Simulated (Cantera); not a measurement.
Charge: 1 mol SiH2Cl2, 0.29 mol NH3, 21 mol H2, held at 18.0 Pa.

Method: chemical equilibrium by Gibbs-energy minimisation in Cantera with the NASA 1993 tables (ideal gas, pure condensed phases). Candidate condensed phases: NH4Cl, Si, Si3N4; 28 gas species. The tables' values for SiCl, SiCl3 are old estimates; treat these amounts as uncertain. Equilibrium is a limit: real reactors are often held back by kinetics, nucleation or transport. All values below are at 1325 °C.

Base state: H2 0.918, HCl 0.0585, SiCl2 0.0128, N2 0.00613, H 0.00380, Si 0.000520, Cl 0.000192, SiCl 0.000142 (mole fractions); condensed: Si(s).

Problem. What changes in the equilibrium state with this change: H2 from 21 to 2.2 mol?

Solution. 
```tsv
species	before	after
H2	0.918	0.678
HCl	0.0585	0.159
SiCl2	0.0128	0.128
N2	0.00613	0.0303
SiCl3	1.45e-5	0.000457
SiCl	0.000142	0.000448
Cl	0.000192	0.000605
H	0.00380	0.00327
Si(s), mol	0.680	0.379
```
The tables' values for SiCl3, SiCl are old estimates; treat these amounts as uncertain.

Problem. What changes in the equilibrium state with this change: NH3 from 0.29 to 4.3 mol?

Solution. 
| species | before | after |
|---|---|---|
| H2 | 0.918 | 0.873 |
| N2 | 0.00613 | 0.0679 |
| HCl | 0.0585 | 0.0461 |
| SiCl2 | 0.0128 | 0.00838 |
| SiCl3 | 1.45e-5 | 7.65e-6 |
| Cl | 0.000192 | 0.000155 |
| Si(s), mol | 0.680 | 0.713 |
The tables' values for SiCl are old estimates; treat these amounts as uncertain.
